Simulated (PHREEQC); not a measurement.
1 kg of water holding 0.27 mol/kgw Na2SO4, 0.0078 mol/kgw NaCl, 0.17 mol/kgw KCl, 0.24 mol/kgw Na2CO3 and 0.0013 mol/kgw Na2B4O7 is evaporated at 20 °C; the solids stay in contact with the brine. CO2 from the air is kept out. The run lets Arcanite, Burkeite, Glaserite, Halite, Kalicinite, Mirabilite, Misenite, Nahcolite, Natron, Sylvite, Thenardite, Trona, Borax, Boric_acid,s, KB5O8:4H2O, K2B4O7:4H2O, NaBO2:4H2O, NaB5O8:5H2O, Teepleite precipitate or redissolve, and no other solid.

The series has 21 steps of water left (kg), from 1 to 0.01975.

All values are PHREEQC results (Pitzer model, pitzer.dat), not measurements.

Problem. Which solids form, in which order, and at which step of the series does each first stand?

Solution. Glaserite from water left = 0.1706 kg (pH 11.39), last present at water left = 0.02404 kg; Mirabilite from water left = 0.1706 kg (pH 11.39), last present at water left = 0.1106 kg; Burkeite from water left = 0.1106 kg (pH 11.36); Trona from water left = 0.05278 kg (pH 11.22); Halite from water left = 0.04334 kg (pH 11.54), last present at water left = 0.03561 kg; Sylvite from water left = 0.03561 kg (pH 11.74).
